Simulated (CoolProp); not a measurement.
Vapour-liquid equilibrium of R134a (1) + dimethyl ether (2) at 235.3 K; x and y are mole fractions of (1).

The numbers come from the multi-fluid Helmholtz-energy mixture model, Tillner-Roth 1994 and Wu 2011; pair parameters Bell 2016 in CoolProp.

| x | bubble pressure, mixture model (MPa) | bubble pressure, Raoult's law (MPa) | y, mixture model | y, Raoult's law |
|---|---|---|---|---|
| 0.05 | 0.05441 | 0.05540 | 0.036 | 0.052 |
| 0.15 | 0.05287 | 0.05560 | 0.122 | 0.154 |
| 0.25 | 0.05177 | 0.05579 | 0.225 | 0.257 |
| 0.35 | 0.05119 | 0.05599 | 0.339 | 0.358 |
| 0.45 | 0.05113 | 0.05618 | 0.458 | 0.459 |
| 0.55 | 0.05156 | 0.05638 | 0.576 | 0.559 |
| 0.65 | 0.05239 | 0.05657 | 0.687 | 0.658 |
| 0.75 | 0.05355 | 0.05677 | 0.790 | 0.756 |
| 0.85 | 0.05493 | 0.05696 | 0.881 | 0.854 |
| 0.95 | 0.05646 | 0.05716 | 0.963 | 0.952 |

The largest gap from Raoult's law is -9.0 % in bubble pressure, at x = 0.45. y crosses x between x = 0.35 and 0.45: the model has an azeotrope there.

Pair parameters are fitted to limited data, so mixtures are less certain than the pure fluids.
